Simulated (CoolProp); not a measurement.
Vapour pressure (kPa) of R236FA: the reference equation beside estimates from Tc = 398.1 K, pc = 3191 kPa, ω = 0.377. Clausius-Clapeyron is anchored at 280.8 K with a constant enthalpy of vaporisation of 23.52 kJ/mol.

Computed with CoolProp (reference Helmholtz-energy equation of state, Pan 2012).

| T (K) | reference | Lee-Kesler | Clausius-Clapeyron | Peng-Robinson |
|---|---|---|---|---|
| 226.8 | 9.831 | 9.568 | 13.26 | 10.17 |
| 240.3 | 22.23 | 21.74 | 26.73 | 22.58 |
| 253.8 | 45.18 | 44.51 | 50.00 | ? |
| 267.3 | ? | 83.54 | 87.80 | 84.10 |
| 280.8 | 146.0 | 145.8 | 146.0 | 145.5 |
| 294.3 | 238.7 | 239.2 | 231.9 | 237.6 |
| 307.8 | 371.1 | ? | 353.4 | 369.8 |
| 321.4 | 554.8 | 557.9 | 521.5 | 554.1 |
| 334.9 | 798.5 | 802.4 | 743.6 | 799.4 |
| 348.4 | 1115 | 1120 | ? | 1120 |
| 361.9 | 1520 | 1524 | 1397 | ? |

Q: Complete the blanks.

A: 
- 253.8, Peng-Robinson: 45.41
- 267.3, reference: 84.20
- 307.8, Lee-Kesler: 372.8
- 348.4, Clausius-Clapeyron: 1032
- 361.9, Peng-Robinson: 1529

Absolute difference from the reference over all 11 rows, mean and median: Lee-Kesler 0.9 and 0.5 %, Clausius-Clapeyron 9.6 and 6.9 %, Peng-Robinson 0.7 and 0.4 %.
